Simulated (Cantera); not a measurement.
Input: 1 mol Pb, 0.067 mol H2, equilibrated at 44.0 mbar.

Method: chemical equilibrium by Gibbs-energy minimisation in Cantera with the NASA 1993 tables (ideal gas, pure condensed phases). Candidate condensed phases: Pb; 4 gas species. The numbers say what is thermodynamically allowed, not how fast it happens.

Question: Which condensed phases are stable at each of these points (T (°C)): 177, 277, 377, 477, 577, 677, 777, 877, 977, 1077?

Answer: 
```tsv
T (°C)	condensed phases	Pb condensed (%)
177	Pb(s)	100.0
277	Pb(s)	100.0
377	Pb(l)	100.0
477	Pb(l)	100.0
577	Pb(l)	100.0
677	Pb(l)	100.0
777	Pb(l)	100.0
877	Pb(l)	100.0
977	Pb(l)	99.8
1077	Pb(l)	99.2
```

From 177 °C to 277 °C the condensed part is Pb(s). From 377 °C to 1077 °C the condensed part is Pb(l).
